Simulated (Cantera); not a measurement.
Thermodynamics of calcination and drying, feed Mg(OH)2 + H2 + H2O

Input: 1 mol Mg(OH)2, 0.97 mol H2, 0.14 mol H2O, at 327 °C.

Method: chemical equilibrium by Gibbs-energy minimisation in Cantera with the NASA 1993 tables (ideal gas, pure condensed phases). Candidate condensed phases: H2O, Mg, MgO, Mg(OH)2; 15 gas species. Kinetics and transport are ignored.

From 0.0750 Torr to 2100 Torr the condensed part is MgO(s). At 7500 Torr the condensed part is MgO(s) + Mg(OH)2(s).

```csv
P (Pa),x H2O,x H2,n MgO(s),n Mg(OH)2(s)
10,0.540,0.460,1.00,0
36,0.540,0.460,1.00,0
130,0.540,0.460,1.00,0
460,0.540,0.460,1.00,0
1700,0.540,0.460,1.00,0
6000,0.540,0.460,1.00,0
22000,0.540,0.460,1.00,0
77000,0.540,0.460,1.00,0
280000,0.540,0.460,1.00,0
1000000,0.535,0.465,0.974,0.0261
```
x: gas mole fraction; n: condensed amount in mol.
